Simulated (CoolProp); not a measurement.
R134a along the isobar 536 kPa: fugacity coefficient from the reference equation and from simpler models built on Tc = 374.2 K, pc = 4059 kPa, ω = 0.327; each cubic takes its own stable root.

Model: reference Helmholtz-energy equation of state, Tillner-Roth 1994, in CoolProp.

```
T (K)  phase  reference  van der Waals  Peng-Robinson
-----  -----  ---------  -------------  -------------
300.6    gas     0.8970         0.9343         0.9033
312.9    gas        [?]            [?]         0.9141
325.2    gas        [?]         0.9454         0.9234
337.4    gas     0.9325         0.9499         0.9315
349.7    gas     0.9407         0.9540            [?]
362      gas        [?]         0.9577         0.9450
374.2    gas     0.9536         0.9609            [?]
386.5    gas     0.9588         0.9639         0.9555
398.8    gas     0.9632         0.9666         0.9599
411.1    gas     0.9671            [?]         0.9638
423.3    gas     0.9705            [?]         0.9673
435.6    gas     0.9735         0.9732         0.9704
447.9    gas     0.9761         0.9750         0.9732
```

### Question
Fill in the missing entries.

### Answer

- 312.9, reference: 0.9112
- 312.9, van der Waals: 0.9402
- 325.2, reference: 0.9228
- 349.7, Peng-Robinson: 0.9387
- 362, reference: 0.9477
- 374.2, Peng-Robinson: 0.9505
- 411.1, van der Waals: 0.9690
- 423.3, van der Waals: 0.9712
